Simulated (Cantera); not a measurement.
Input: 1 mol TEOS, 12 mol CO2, 87 mol H2, held at 700 K and 750 Torr.

Method: chemical equilibrium by Gibbs-energy minimisation in Cantera with the NASA 1993 tables (ideal gas, pure condensed phases). Candidate condensed phases: C, C6H6, C7H8, C8H18, H2O, Si, SiC, SiO2; 123 gas species. The feed counts by its element totals alone. The numbers say what is thermodynamically allowed, not how fast it happens.

Base state: H2 0.411, H2O 0.330, CH4 0.255, CO2 0.00252, CO 0.000333 (mole fractions); condensed: SiO2(α-quartz).

Question: What changes in the equilibrium state with this change: temperature from 700 K to 1700 K?

Answer: 
| species | before | after |
|---|---|---|
| H2 | 0.411 | 0.781 |
| CO | 0.000333 | 0.168 |
| H2O | 0.330 | 0.0482 |
| CH4 | 0.255 | 8.75e-7 |
| H | <1e-9 | 0.000130 |
| CO2 | 0.00252 | 0.00304 |
| SiO2(α-quartz), mol | 1.00 | 0 |
| SiO2(condensed), mol | 0 | 0.999 |
The tables hold silica as quartz up to 1696 K and as liquid above; real silica turns to tridymite and cristobalite and melts near 1996 K. Gases not in the tables: Si(OH)4.
